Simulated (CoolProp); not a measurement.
The fluid at 293.15 K and 10.3 MPa flows at 0.47 m/s in a round tube of 4.6 mm bore and 0.25 µm roughness, fully developed (64/Re and Nu = 3.66 if laminar; Colebrook and Gnielinski if turbulent). The same conditions are run with several fluids, on thermodynamics alone (safety and materials aside).

The numbers come from the reference Helmholtz-energy equation of state of each fluid (R11: Jacobsen 1992; n-pentane: Thol 2019; c-C4F8 (RC318): Platzer 1990; R134a: Tillner-Roth 1994; R124: de Vries 1995) in CoolProp. The equations of Platzer and Polt are older, rougher fits.

**Question.** Rank R11, n-pentane, c-C4F8 (RC318), R134a, R124 by Reynolds number, highest first.

**Answer.** R134a (11400), R124 (9760), c-C4F8 (RC318) (6980), R11 (6470), n-pentane (6360)

```csv
fluid,Darcy friction factor,pressure drop (Pa/m),heat-transfer coefficient (W/(m² K)),mass flow (kg/h)
R11,0.0348,1260,893,42.5
n-pentane,0.0350,536,1080,17.9
c-C4F8 (RC318),0.0341,1290,882,44.2
R134a,0.0299,912,1330,35.7
R124,0.0312,1060,1080,39.8
```

Transport values come from each fluid's own correlations; those of R11, n-pentane, c-C4F8 (RC318), R134a, R124 are estimates that may be off by 10 % or more.
